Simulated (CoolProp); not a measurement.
Computed with CoolProp (reference Helmholtz-energy equation of state, Lemmon 2006). It is a short technical equation, of lower accuracy than the large ones.

**Question.** For nitrous oxide, give the phase and the density (kg/m³), cp (kJ/(kg K)), cv (kJ/(kg K)), speed of sound (m/s) at 274.2 K and 0.63 MPa.

**Answer.** 
- 274.2 K and 0.63 MPa: gas; density 12.7, cp 0.912, cv 0.682, speed of sound 251
